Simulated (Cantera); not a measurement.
An adiabatic, constant-volume homogeneous reactor starts with CH4 : CO : O2 : N2 = 1 : 1.6 : 3.88 : 36.5 (molar parts), equivalence ratio 0.72, at 1523 K and 195 Torr.

Computed with Cantera and GRI-Mech 3.0 (53 species, 325 reactions).

x: mole fraction; the columns are a selection and need not sum to one.

```json
[
 {"t (s)": "3.00e-6", "T (K)": "1523", "P (bar)": "0.260", "x CH4": "0.0233", "x CO": "0.0372", "x O2": "0.0903", "x H": "6.18e-9", "x HCO": "<1e-12", "x CH2O": "2.16e-11", "x HCN": "<1e-12"},
 {"t (s)": "7.44e-6", "T (K)": "1523", "P (bar)": "0.260", "x CH4": "0.0233", "x CO": "0.0372", "x O2": "0.0903", "x H": "1.03e-8", "x HCO": "<1e-12", "x CH2O": "1.66e-10", "x HCN": "<1e-12"},
 {"t (s)": "1.85e-5", "T (K)": "1523", "P (bar)": "0.260", "x CH4": "0.0233", "x CO": "0.0372", "x O2": "0.0903", "x H": "1.36e-8", "x HCO": "<1e-12", "x CH2O": "1.37e-9", "x HCN": "<1e-12"},
 {"t (s)": "4.58e-5", "T (K)": "1523", "P (bar)": "0.260", "x CH4": "0.0233", "x CO": "0.0372", "x O2": "0.0903", "x H": "1.57e-8", "x HCO": "1.25e-12", "x CH2O": "1.13e-8", "x HCN": "<1e-12"},
 {"t (s)": "0.000114", "T (K)": "1523", "P (bar)": "0.260", "x CH4": "0.0233", "x CO": "0.0372", "x O2": "0.0903", "x H": "1.86e-8", "x HCO": "3.08e-12", "x CH2O": "8.55e-8", "x HCN": "<1e-12"},
 {"t (s)": "0.000282", "T (K)": "1523", "P (bar)": "0.260", "x CH4": "0.0233", "x CO": "0.0372", "x O2": "0.0903", "x H": "2.64e-8", "x HCO": "1.22e-11", "x CH2O": "6.28e-7", "x HCN": "<1e-12"},
 {"t (s)": "0.000698", "T (K)": "1523", "P (bar)": "0.260", "x CH4": "0.0232", "x CO": "0.0372", "x O2": "0.0903", "x H": "5.33e-8", "x HCO": "1.02e-10", "x CH2O": "4.86e-6", "x HCN": "<1e-12"},
 {"t (s)": "0.00173", "T (K)": "1523", "P (bar)": "0.260", "x CH4": "0.0231", "x CO": "0.0372", "x O2": "0.0902", "x H": "2.76e-7", "x HCO": "[?]", "x CH2O": "4.64e-5", "x HCN": "<1e-12"},
 {"t (s)": "0.00430", "T (K)": "1932", "P (bar)": "0.335", "x CH4": "<1e-12", "x CO": "0.0260", "x O2": "0.0352", "x H": "0.0128", "x HCO": "[?]", "x CH2O": "1.03e-11", "x HCN": "<1e-12"},
 {"t (s)": "0.0107", "T (K)": "2299", "P (bar)": "0.390", "x CH4": "<1e-12", "x CO": "0.0131", "x O2": "0.0298", "x H": "0.00174", "x HCO": "[?]", "x CH2O": "3.24e-12", "x HCN": "2.05e-12"},
 {"t (s)": "0.0264", "T (K)": "2367", "P (bar)": "0.400", "x CH4": "<1e-12", "x CO": "0.00895", "x O2": "0.0277", "x H": "0.000790", "x HCO": "4.89e-10", "x CH2O": "1.81e-12", "x HCN": "3.88e-12"},
 {"t (s)": "0.0655", "T (K)": "2364", "P (bar)": "0.399", "x CH4": "<1e-12", "x CO": "0.00879", "x O2": "0.0266", "x H": "0.000754", "x HCO": "4.64e-10", "x CH2O": "1.76e-12", "x HCN": "5.35e-12"},
 {"t (s)": "0.163", "T (K)": "2360", "P (bar)": "0.398", "x CH4": "<1e-12", "x CO": "0.00874", "x O2": "0.0256", "x H": "0.000738", "x HCO": "4.54e-10", "x CH2O": "1.74e-12", "x HCN": "6.57e-12"},
 {"t (s)": "0.403", "T (K)": "2359", "P (bar)": "0.398", "x CH4": "<1e-12", "x CO": "0.00873", "x O2": "0.0254", "x H": "0.000733", "x HCO": "4.51e-10", "x CH2O": "1.73e-12", "x HCN": "6.88e-12"},
 {"t (s)": "1.00", "T (K)": "2359", "P (bar)": "0.398", "x CH4": "<1e-12", "x CO": "0.00873", "x O2": "0.0254", "x H": "0.000733", "x HCO": "4.51e-10", "x CH2O": "1.73e-12", "x HCN": "6.88e-12"}
]
```

**Question.** Fill in the missing entries.

**Answer.** 
- 0.00173, x HCO: 2.41e-9
- 0.00430, x HCO: 1.73e-8
- 0.0107, x HCO: 1.36e-9
